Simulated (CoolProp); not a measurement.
A simple Rankine cycle with chlorine: condensing at 299.15 K, boiler at 5.92 MPa, turbine inlet 401.5 K, turbine efficiency 0.9, pump efficiency 0.8, no recuperator. Each further row changes one setting.

Computed with CoolProp (reference Helmholtz-energy equation of state, Thol 2021).

```json
[
 {"case": "as stated", "thermal efficiency (%)": "17.8", "net work (kJ/kg)": "41.6", "heat in (kJ/kg)": "234", "turbine exit temperature (K)": "299.1", "volume ratio over the turbine": "6.81"},
 {"case": "turbine inlet 421.5 K", "thermal efficiency (%)": "18.5", "net work (kJ/kg)": "48.5", "heat in (kJ/kg)": "262", "turbine exit temperature (K)": "299.1", "volume ratio over the turbine": "5.93"},
 {"case": "condensing temperature 291.15 K", "thermal efficiency (%)": "19.1", "net work (kJ/kg)": "46.2", "heat in (kJ/kg)": "242", "turbine exit temperature (K)": "291.2", "volume ratio over the turbine": "8.34"},
 {"case": "boiler pressure 4.14 MPa", "thermal efficiency (%)": "16.0", "net work (kJ/kg)": "43.1", "heat in (kJ/kg)": "269", "turbine exit temperature (K)": "299.1", "volume ratio over the turbine": "4.16"},
 {"case": "turbine efficiency 0.8", "thermal efficiency (%)": "15.6", "net work (kJ/kg)": "36.5", "heat in (kJ/kg)": "234", "turbine exit temperature (K)": "299.1", "volume ratio over the turbine": "6.99"}
]
```

The expansion ends wet for: as stated; turbine inlet 421.5 K; condensing temperature 291.15 K; boiler pressure 4.14 MPa; turbine efficiency 0.8.
